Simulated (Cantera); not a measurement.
Input: 1 mol Si3N4, 0.13 mol C, 0.29 mol H2, equilibrated at 1527 °C and 10000 Pa.

Cantera equilibrium calculation (NASA polynomials, part measured and part estimated; ideal gas, pure solids and liquids). Candidate condensed phases: C, C6H6, C7H8, C8H18, Si, SiC, Si3N4; 105 gas species. Mutual solubility and eutectic melting of coexisting phases are not modelled. Gases not in the tables: Si2H6 and higher silanes. Kinetics and transport are ignored.

Base state: H2 0.769, N2 0.230, H 0.000993, HCN 0.000118, Si 1.68e-5, SiH2 1.21e-5 (mole fractions); condensed: SiC(s) + Si3N4(s).

**Question.** What changes in the equilibrium state with this change: temperature from 1527 °C to 1925 °C?

**Answer.** 
```json
[
 {"species": "N2", "before": "0.230", "after": "0.866"},
 {"species": "H2", "before": "0.769", "after": "0.122"},
 {"species": "H", "before": "0.000993", "after": "0.00615"},
 {"species": "Si", "before": "1.68e-5", "after": "0.00362"},
 {"species": "Si3", "before": "6.70e-9", "after": "1.13e-5"},
 {"species": "Si2C", "before": "1.78e-7", "after": "0.000211"},
 {"species": "SiC(s), mol", "before": "0.130", "after": "0.127"},
 {"species": "Si3N4(s), mol", "before": "0.957", "after": "0"},
 {"species": "Si(l), mol", "before": "0", "after": "2.86"}
]
```
The tables' values for SiN are old estimates; treat these amounts as uncertain.
